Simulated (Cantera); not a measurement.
## Thermodynamics of carbon deposition, reforming and gasification, feed acetone + O2 + NH3

A closed system holds: 1 mol acetone, 0.0099 mol O2, 0.33 mol NH3, held at 248 Torr.

Equilibrium computed with Cantera from the NASA thermochemical tables; the gas is ideal and each condensed phase is pure. Candidate condensed phases: C, C6H6, C7H8, C8H18, H2O; 136 gas species. The feed counts by its element totals alone. Rates play no part.

From 1327 °C to 2327 °C the condensed part is C(graphite). The main C-bearing gas is CO throughout.

```
T (°C)   x H2   x CO       x H    x N2     x HCN  x C2H2 (acetylene)  n C(graphite)
------  -----  -----  --------  ------  --------  ------------------  -------------
1327    0.746  0.218   8.18e-5  0.0351  0.000331             2.05e-5           1.98
1427    0.746  0.218  0.000222  0.0350  0.000592             5.48e-5           1.98
1527    0.746  0.218  0.000538  0.0347  0.000988            0.000131           1.97
1627    0.745  0.218   0.00119  0.0344   0.00156            0.000284           1.97
1727    0.743  0.218   0.00244  0.0340   0.00234            0.000571           1.96
1827    0.740  0.217   0.00467  0.0334   0.00337             0.00107           1.95
1927    0.735  0.217   0.00841  0.0326   0.00466             0.00188           1.94
2027    0.728  0.216    0.0144  0.0316   0.00623             0.00314           1.92
2127    0.717  0.215    0.0234  0.0304   0.00805             0.00500           1.89
2227    0.701  0.214    0.0367  0.0290    0.0101             0.00759           1.85
2327    0.680  0.212    0.0551  0.0273    0.0123              0.0110           1.80
```
x: gas mole fraction; n: condensed amount in mol.
